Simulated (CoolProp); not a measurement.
Propylene glycol along the isobar 10.2 MPa: Z from the reference equation and from simpler models built on Tc = 674.0 K, pc = 7.292 MPa, ω = 0.327; each cubic takes its own stable root.

Computed with CoolProp (reference Helmholtz-energy equation of state, Eisenbach 2021).

| T (K) | phase | reference |
|---|---|---|
| 296.2 | liquid | 0.3033 |
| 318.9 | liquid | 0.2864 |
| 341.6 | liquid | 0.2720 |
| 364.3 | liquid | 0.2597 |
| 386.9 | liquid | 0.2491 |
| 409.6 | liquid | 0.2400 |
| 432.3 | liquid | 0.2323 |
| 455 | liquid | 0.2257 |
| 477.7 | liquid | 0.2203 |
| 500.4 | liquid | 0.2160 |
| 523.1 | liquid | 0.2127 |
| 545.8 | liquid | 0.2106 |
| 568.5 | liquid | 0.2098 |
| 591.1 | liquid | 0.2106 |

### Question
How far does each simpler model (van der Waals, Redlich-Kwong, Soave-Redlich-Kwong, Peng-Robinson) lie from the reference over these 14 states: mean and median of the absolute difference, and the worst?

### Answer
- van der Waals: mean 51.2 %, median 51.5 %, worst +52.9 % at 296.2 K and 10.2 MPa
- Redlich-Kwong: mean 5.9 %, median 5.3 %, worst +10.1 % at 591.1 K and 10.2 MPa
- Soave-Redlich-Kwong: mean 1.9 %, median 1.3 %, worst +5.2 % at 591.1 K and 10.2 MPa
- Peng-Robinson: mean 9.5 %, median 9.9 %, worst -10.4 % at 409.6 K and 10.2 MPa
